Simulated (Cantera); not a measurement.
Cantera run:

```python
import numpy as np
import cantera as ct

gas_names = """
    Fe FeO Fe(OH)2 H HO2 H2 H2O H2O2 H2S H2SO4 O OH O2 O3 S SH SO SO2 SO3 S2 S2O S8
""".split()
cond_names = """
    Fe(a) Fe(c) Fe(d) Fe(L) FeO(s) FeO(L) Fe(OH)2(s) Fe(OH)3(s) FeS(a) FeS(b) FeS(c) FeS(L) FeSO4(s)
    FeS2(s) Fe2O3(s) Fe2S3O12(s) Fe3O4(s) H2O(s) H2O(L) H2SO4(L) S(cr1) S(cr2) S(L)
""".split()


# ... load() reads the species with a 1 bar reference pressure and builds the phases ...
atoms = {
    'FeS2': {'Fe': 1, 'S': 2},
    'SO3': {'S': 1, 'O': 3},
    'H2O': {'H': 2, 'O': 1},
}
top_T = {'FeSO4(s)': 950, 'FeS2(s)': 1010, 'Fe2O3(s)': 1830, 'Fe2S3O12(s)': 1100, 'Fe3O4(s)': 1870}  # K; cautious upper limits of use, not melting points


# ... equilibrate(T, P, feed) seeds the gas with the atoms and calls Mixture.equilibrate('TP', solver="vcs", rtol=1e-11, max_steps=5000) ...
results = []
feed = {'FeS2': 1, 'SO3': 0.068, 'H2O': 0.061}  # mol
P = 48000  # Pa
for T in [1025, 1100, 1175, 1250, 1325, 1400, 1475, 1550, 1625, 1700, 1775, 1850]:
    mix = equilibrate(T, P, feed)
    results.append((T, P, feed, dict(zip(mix.species_names, mix.species_moles))))
    x = sorted(zip(gas.X, gas.species_names), reverse=True)
    print(f"T = {T:g} K  P = {P:g} Pa  gas = {mix.phase_moles(0):.4g} mol")
    print("   x: " + "  ".join(f"{s} {v:.3e}" for v, s in x if v > 0.001))
    print("   condensed (mol): " + ("  ".join(f"{mix.phase(i).name} {mix.phase_moles(i):.4g}"
          for i in range(1, mix.n_phases) if mix.phase_moles(i) > 1e-12) or "none"))
```

It prints:

```
T = 1025 K  P = 48000 Pa  gas = 0.6379 mol
   x: S2 7.186e-01  SO2 1.703e-01  H2O 5.937e-02  H2S 3.566e-02  S2O 1.544e-02
   condensed (mol): FeS(c) 1
T = 1100 K  P = 48000 Pa  gas = 0.6387 mol
   x: S2 7.209e-01  SO2 1.685e-01  H2O 6.274e-02  H2S 3.167e-02  S2O 1.494e-02  H2 1.061e-03
   condensed (mol): FeS(c) 1
T = 1175 K  P = 48000 Pa  gas = 0.6395 mol
   x: S2 7.226e-01  SO2 1.672e-01  H2O 6.523e-02  H2S 2.832e-02  S2O 1.451e-02  H2 1.779e-03
   condensed (mol): FeS(c) 1
T = 1250 K  P = 48000 Pa  gas = 0.6402 mol
   x: S2 7.237e-01  SO2 1.662e-01  H2O 6.691e-02  H2S 2.547e-02  S2O 1.415e-02  H2 2.784e-03
   condensed (mol): FeS(c) 1
T = 1325 K  P = 48000 Pa  gas = 0.641 mol
   x: S2 7.244e-01  SO2 1.653e-01  H2O 6.785e-02  H2S 2.300e-02  S2O 1.383e-02  H2 4.114e-03  SO 1.071e-03
   condensed (mol): FeS(c) 1
T = 1400 K  P = 48000 Pa  gas = 0.6418 mol
   x: S2 7.244e-01  SO2 1.647e-01  H2O 6.809e-02  H2S 2.083e-02  S2O 1.355e-02  H2 5.786e-03  SO 1.930e-03
   condensed (mol): FeS(c) 1
T = 1475 K  P = 48000 Pa  gas = 0.6427 mol
   x: S2 7.239e-01  SO2 1.640e-01  H2O 6.767e-02  H2S 1.889e-02  S2O 1.329e-02  H2 7.798e-03  SO 3.271e-03  SH 1.100e-03
   condensed (mol): FeS(L) 1
T = 1550 K  P = 48000 Pa  gas = 0.6438 mol
   x: S2 7.227e-01  SO2 1.633e-01  H2O 6.665e-02  H2S 1.714e-02  S2O 1.304e-02  H2 1.012e-02  SO 5.265e-03  SH 1.679e-03
   condensed (mol): FeS(L) 1
T = 1625 K  P = 48000 Pa  gas = 0.6451 mol
   x: S2 7.207e-01  SO2 1.624e-01  H2O 6.507e-02  H2S 1.554e-02  S2O 1.280e-02  H2 1.272e-02  SO 8.099e-03  SH 2.451e-03
   condensed (mol): FeS(L) 1
T = 1700 K  P = 48000 Pa  gas = 0.6466 mol
   x: S2 7.178e-01  SO2 1.612e-01  H2O 6.299e-02  H2 1.553e-02  H2S 1.408e-02  S2O 1.254e-02  SO 1.197e-02  SH 3.443e-03
   condensed (mol): FeS(L) 1
T = 1775 K  P = 48000 Pa  gas = 0.6484 mol
   x: S2 7.140e-01  SO2 1.594e-01  H2O 6.049e-02  H2 1.848e-02  SO 1.708e-02  H2S 1.274e-02  S2O 1.227e-02  SH 4.673e-03
   condensed (mol): FeS(L) 1
T = 1850 K  P = 48000 Pa  gas = 0.6505 mol
   x: S2 7.091e-01  SO2 1.571e-01  H2O 5.762e-02  SO 2.360e-02  H2 2.149e-02  S2O 1.198e-02  H2S 1.151e-02  SH 6.154e-03  S 1.337e-03
   condensed (mol): FeS(L) 1
```

Cantera equilibrium calculation (NASA polynomials, part measured and part estimated; ideal gas, pure solids and liquids). FeS: taken at fixed stoichiometry. Gases not in the tables: S3 to S7.
